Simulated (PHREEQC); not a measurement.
Consider water at 25 °C with 0.089 mol/kgw H2SO4, 0.011 mol/kgw KNO3 and 4e-06 mol/kgw CO2. Closed to the air; pH follows from the charge balance.

Equilibrium calculation in PHREEQC: ion-association model, phreeqc.dat.

| quantity | before | after |
|---|---|---|
| pH | 1.06 | 5.95 |
| ionic strength (mol/kgw) | 0.137 | 0.0110 |
| HCO3- (mol/kgw) | 2.71e-11 | 1.22e-6 |

Task: Which change was made?
(A) diluted 5-fold with water
(B) H2SO4 left out
(C) 0.026 mol/kgw NaCl added
(D) diluted 100-fold with water
(E) KNO3 left out

Result: B, H2SO4 left out

This is a speciation only: nothing precipitates in the calculation.
